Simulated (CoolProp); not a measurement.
A single-stage vapour-compression cycle with the fluid: evaporating at 273.15 K (dew point), condensing at 337.15 K (bubble point), superheat 2 K, subcooling 5 K, compressor efficiency 0.6, no pressure losses. The same conditions are run with several fluids, on thermodynamics alone (safety and materials aside).

Model: reference Helmholtz-energy equation of state of each fluid (R22: Kamei 1995; isobutane: Bücker 2006; CH2F2 (R32): Tillner-Roth 1997; R123: Younglove 1994; ammonia: Gao 2020; R142b: Lemmon 2006), in CoolProp.

```json
[
 {"fluid": "R22", "cooling COP": "(withheld)", "pressure ratio": "5.31", "discharge temperature (K)": "396.1", "refrigerating effect (kJ/kg)": "(withheld)", "volumetric capacity (kJ/m³)": "2740"},
 {"fluid": "isobutane", "cooling COP": "1.85", "pressure ratio": "6.07", "discharge temperature (K)": "352.6", "refrigerating effect (kJ/kg)": "212", "volumetric capacity (kJ/m³)": "893"},
 {"fluid": "CH2F2 (R32)", "cooling COP": "(withheld)", "pressure ratio": "5.28", "discharge temperature (K)": "421.6", "refrigerating effect (kJ/kg)": "200", "volumetric capacity (kJ/m³)": "4360"},
 {"fluid": "R123", "cooling COP": "2.04", "pressure ratio": "9.81", "discharge temperature (K)": "366.5", "refrigerating effect (kJ/kg)": "122", "volumetric capacity (kJ/m³)": "272"},
 {"fluid": "ammonia", "cooling COP": "1.99", "pressure ratio": "6.71", "discharge temperature (K)": "496.6", "refrigerating effect (kJ/kg)": "981", "volumetric capacity (kJ/m³)": "3360"},
 {"fluid": "R142b", "cooling COP": "1.96", "pressure ratio": "6.66", "discharge temperature (K)": "(withheld)", "refrigerating effect (kJ/kg)": "141", "volumetric capacity (kJ/m³)": "944"}
]
```

Question: What belongs in the gaps?

Answer: 
- R22, cooling COP: 1.82
- R22, refrigerating effect (kJ/kg): 131
- CH2F2 (R32), cooling COP: 1.69
- R142b, discharge temperature (K): 368.6
